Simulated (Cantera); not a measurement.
A perfectly stirred reactor is fed with N2O : H2 : N2 = 1 : 0.0043 : 2 (molar parts), at 0.00980 bar; it is held at 1375 K, and followed from long to short residence time.

Cantera simulation using GRI-Mech 3.0 (53 species, 325 reactions); the numbers are that mechanism's predictions, not measurements. GRI-Mech 3.0 was tuned for natural gas; its chemistry of N2O as a main component is partial and can be far from experiment. Radical loss at walls, strong at low pressure, is not modelled. The mechanism lacks the step 2 NO + O2 → 2 NO2, which can matter for NO2 below about 1400 K. The temperature is held fixed by assumption; the heat of reaction is taken as removed at once.

x: mole fraction; the columns are a selection and need not sum to one.

| τ (s) | x N2O | x H2 | x H | x OH | x N2 | x O2 |
|---|---|---|---|---|---|---|
| 0.88 | 0.298 | 0.000128 | 1.83e-7 | 3.33e-5 | 0.684 | 0.0118 |
| 0.48 | 0.312 | 0.000205 | 2.79e-7 | 3.65e-5 | 0.676 | 0.00675 |
| 0.26 | 0.321 | [?] | [?] | 3.95e-5 | 0.672 | [?] |
| 0.14 | 0.326 | 0.000485 | 6.62e-7 | 4.21e-5 | 0.670 | 0.00203 |
| 0.077 | 0.329 | 0.000682 | 9.30e-7 | 4.33e-5 | 0.668 | 0.00111 |
| 0.042 | 0.331 | 0.000904 | 1.18e-6 | 4.22e-5 | 0.667 | 0.000591 |
| 0.023 | 0.332 | 0.00111 | 1.29e-6 | 3.76e-5 | 0.666 | 0.000309 |
| 0.012 | 0.332 | 0.00128 | [?] | [?] | 0.666 | [?] |
| 0.0068 | 0.333 | 0.00136 | 8.74e-7 | 1.96e-5 | 0.666 | 7.86e-5 |

Task: Some entries are withheld; supply them.

Result: 
- 0.26, x H2: 0.000322
- 0.26, x H: 4.35e-7
- 0.26, x O2: 0.00374
- 0.012, x H: 1.15e-6
- 0.012, x OH: 2.87e-5
- 0.012, x O2: 0.000150
